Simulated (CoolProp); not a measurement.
Values from CoolProp's reference Helmholtz-energy equation of state, Fiedler 2023.

Q: Give the vapour pressure (bar), liquid density (kg/m³), vapour density (kg/m³), enthalpy of vaporisation (kJ/kg) of saturated tetrahydrofuran at 137.65, 154.55 °C.

A: 
```
T (°C)  p (bar)  liquid density (kg/m³)  vapour density (kg/m³)  enthalpy of vaporisation (kJ/kg)
------  -------  ----------------------  ----------------------  --------------------------------
137.65     6.56                     746                    15.6                               356
154.55     9.21                     722                    21.8                               338
```
